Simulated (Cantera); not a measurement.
Input (Python, Cantera) and output of one run.

```python
import numpy as np
import cantera as ct

gas_names = """
    B BF BF2 BF3 BH BHF2 BH2 BH3 BO BOF BOF2 BO2 B2 B2O B2O2 B2O3 B3O3F3 B3O3H3 F FO FO2 F2 F2O H HBO
    HBO2 HF HOF HO2 H2 H2F2 H2O H2O2 H3B3O6 H3F3 H4F4 H5F5 H6F6 H7F7 O OH O2 O3
""".split()
cond_names = """
    B(b) B(L) B2O3(L) B3O3H3(cr) H2O(s) H2O(L)
""".split()


# ... load() reads the species with a 1 bar reference pressure and builds the phases ...
atoms = {
    'B2O3': {'B': 2, 'O': 3},
    'F2': {'F': 2},
    'H2': {'H': 2},
}
top_T = {}  # K; cautious upper limits of use, not melting points


# ... equilibrate(T, P, feed) seeds the gas with the atoms and calls Mixture.equilibrate('TP', solver="vcs", rtol=1e-11, max_steps=5000) ...
results = []
feed = {'B2O3': 1, 'F2': 0.66, 'H2': 10}  # mol
T = 1225  # K
P = 1000  # Pa
mix = equilibrate(T, P, feed)
results.append((T, P, feed, dict(zip(mix.species_names, mix.species_moles))))
x = sorted(zip(gas.X, gas.species_names), reverse=True)
print(f"T = {T:g} K  P = {P:g} Pa  gas = {mix.phase_moles(0):.4g} mol")
print("   x: " + "  ".join(f"{s} {v:.3e}" for v, s in x if v > 0.0001))
print("   condensed (mol): " + ("  ".join(f"{mix.phase(i).name} {mix.phase_moles(i):.4g}"
      for i in range(1, mix.n_phases) if mix.phase_moles(i) > 1e-12) or "none"))
```

Result:

```
T = 1225 K  P = 1000 Pa  gas = 10.67 mol
   x: H2 8.751e-01  HF 6.388e-02  H2O 2.890e-02  BOF 1.523e-02  BF3 1.311e-02  HBO2 2.003e-03  B3O3F3 1.741e-03
   condensed (mol): B2O3(L) 0.81
```

These are equilibrium values from Cantera (NASA tables, ideal gas, pure condensed phases), not measurements of a reactor. Gases not in the tables: H3BO3.
